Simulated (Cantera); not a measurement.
A freely propagating, adiabatic, planar premixed flame of CH4 : CO : O2 : N2 = 1 : 0.079 : 3 : 11.3 (molar parts), equivalence ratio 0.68, unburnt at 450 K and 230000 Pa; mixture-averaged transport, grid criteria slope 0.08 and curve 0.16, no radiation.

Cantera simulation using GRI-Mech 3.0 (53 species, 325 reactions); the numbers are that mechanism's predictions, not measurements. Burning velocities carry a grid error of a few per cent, more on coarse grids.

x: mole fraction of selected species; z is measured from the peak of heat release.

```csv
z (mm),T (K),u (m/s),x CH4,x CO,x O2,x NO,x C2H6,x CH3
-0.923,451,0.295,0.0650,0.00514,0.195,<1e-8,___,<1e-8
-0.616,457,0.299,0.0645,0.00521,0.194,<1e-8,___,1.75e-8
-0.462,475,0.311,0.0634,0.00544,0.193,<1e-8,___,7.72e-8
-0.308,569,0.374,0.0582,0.00682,0.186,4.31e-8,___,8.85e-7
-0.154,939,0.622,0.0384,0.0134,0.155,5.83e-7,___,5.86e-5
-0.0769,1276,0.847,0.0201,0.0202,0.123,1.45e-6,___,0.000407
0,1602,1.06,0.00369,0.0239,0.0880,2.61e-6,___,0.000458
0.0769,1739,1.15,0.000131,0.0160,0.0719,3.91e-6,___,2.52e-5
0.154,1798,1.18,2.90e-6,0.00926,0.0672,4.89e-6,<1e-8,6.54e-7
0.308,1859,1.22,<1e-8,0.00392,0.0643,6.14e-6,<1e-8,<1e-8
0.616,1900,1.24,<1e-8,0.00136,0.0631,7.30e-6,<1e-8,<1e-8
1.23,1918,1.25,<1e-8,0.000417,0.0628,8.10e-6,<1e-8,<1e-8
2.46,1923,1.26,<1e-8,0.000159,0.0628,8.72e-6,<1e-8,<1e-8
```

Task: Complete the blanks.

Result: 
- -0.923, x C2H6: 3.78e-8
- -0.616, x C2H6: 6.60e-7
- -0.462, x C2H6: 3.74e-6
- -0.308, x C2H6: 3.25e-5
- -0.154, x C2H6: 0.000249
- -0.0769, x C2H6: 0.000349
- 0, x C2H6: 3.45e-5
- 0.0769, x C2H6: 3.88e-8
